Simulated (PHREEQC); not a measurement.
## Nickel, zinc or cadmium bath: speciation

Consider water at 14 °C with 0.012 mol/kgw NiCl2 and 3.7e-05 mol/kgw Pb(BF4)2. Closed to the air; pH follows from the charge balance.

The numbers come from PHREEQC with the ion-association model, wateq4f.dat.

No solid was allowed to form.

Task: Estimate the pH.

Result: pH 3.80.

Task: In which forms is F present?

Result: F- 78 %, HF 13 %, NiF+ 9.1 % of the F.

Away from 25 °C the constants follow the database's enthalpies or fits; those with neither stay at their 25 °C values. Real BF4- forms and hydrolyses slowly; the run takes it at equilibrium.
